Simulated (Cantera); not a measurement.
## Adiabatic ignition

An adiabatic, constant-volume homogeneous reactor starts with 16.8 % H2, 17.4 % O2, 65.8 % N2, equivalence ratio 0.48, at 1198 K and 0.220 bar.

Detailed kinetics in Cantera: the H2/O2 subset of GRI-Mech 3.0, which has no nitrogen chemistry.

```csv
t (s),T (K),P (bar),x H2,x O2,x H2O,x OH,x H,x O
1.00e-6,1198,0.220,0.168,0.174,3.52e-12,1.19e-11,4.17e-10,1.34e-11
3.16e-6,1198,0.220,0.168,0.174,8.48e-11,8.47e-11,1.31e-9,1.15e-10
1.00e-5,1198,0.220,0.168,0.174,1.71e-9,5.26e-10,5.02e-9,8.80e-10
3.16e-5,1198,0.220,0.168,0.174,4.62e-8,5.90e-9,4.74e-8,1.07e-8
0.000100,1198,0.220,0.168,0.174,2.00e-5,2.00e-6,1.58e-5,3.65e-6
0.000316,1766,0.315,0.0175,0.0931,0.128,0.0169,0.0375,0.0284
0.00100,2370,0.406,0.00744,0.0918,0.159,0.0208,0.00549,0.0103
0.00316,2477,0.422,0.00451,0.0931,0.167,0.0177,0.00237,0.00613
0.0100,2478,0.422,0.00451,0.0931,0.167,0.0177,0.00237,0.00613
0.0316,2478,0.422,0.00451,0.0931,0.167,0.0177,0.00237,0.00613
0.100,2478,0.422,0.00451,0.0931,0.167,0.0177,0.00237,0.00613
```
x: mole fraction; the columns are a selection and need not sum to one.

```yaml
time_of_steepest_temperature_rise: 0.210 ms
temperature at 0.100 s: 2478 K
equilibrium_temperature: 2478 K
x(H2) at 0.100 s: 0.00451 (gas-phase equilibrium 0.00451)
x(O2) at 0.100 s: 0.0931 (gas-phase equilibrium 0.0931)
x(H2O) at 0.100 s: 0.167 (gas-phase equilibrium 0.167)
```
